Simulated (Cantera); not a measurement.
A closed system holds: 1 mol SiH4, 0.11 mol Cl2, 360 mol H2, held at 1100 °C and 100 Torr.

Equilibrium computed with Cantera from the NASA thermochemical tables; the gas is ideal and each condensed phase is pure. Candidate condensed phases: Si; 19 gas species. Rates play no part.

Q: What is the equilibrium state?

A: x(H2): 0.999
x(HCl): 0.000605
x(H): 9.14e-6
x(SiCl2): 1.05e-6
n(Si(s)): 0.999 mol
gas amount: 362.1 mol
